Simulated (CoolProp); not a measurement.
Vapour-liquid equilibrium of C2F6 (R116) (1) + propane (2) at -12.45 °C; x and y are mole fractions of (1).

Computed with CoolProp (multi-fluid Helmholtz-energy mixture model, Lemmon 2006 and Lemmon 2009; pair parameters Bell 2016).

### Question
Give the bubble pressure and the first vapour's composition at x = 0.15, 0.35, 0.65. Is there an azeotrope?

### Answer
x = 0.15: 0.8284 MPa, y = 0.614; x = 0.35: 1.039 MPa, y = 0.705; x = 0.65: 1.183 MPa, y = 0.784. No azeotrope shows between x = 0.05 and 0.95.

Pair parameters are fitted to limited data, so mixtures are less certain than the pure fluids. With so large a gap from Raoult's law the liquid may split in two, which this calculation doesn't test in full.
